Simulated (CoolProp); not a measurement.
R152A at 293.15 K and 1.42 MPa flows at 3.6 m/s in a round tube of 100 mm bore and 1.5 µm roughness, fully developed (64/Re and Nu = 3.66 if laminar; Colebrook and Gnielinski if turbulent). Each further row changes one setting.

Computed with CoolProp (reference Helmholtz-energy equation of state, Outcalt 1996). It is a modified Benedict-Webb-Rubin equation, recast in Helmholtz form.

```csv
case,Reynolds number,Darcy friction factor,pressure drop (Pa/m),heat-transfer coefficient (W/(m² K)),mass flow (kg/h)
as stated,1900000,0.0110,649,5320,93100
velocity 7.2 m/s,3800000,0.0101,2400,9960,186000
diameter 200 mm,3800000,0.00977,290,4840,373000
```

Viscosity comes from a separate model (Bell 2016), an estimate that may be off by 10 % or more. Thermal conductivity comes from a separate model (Krauss 1996).
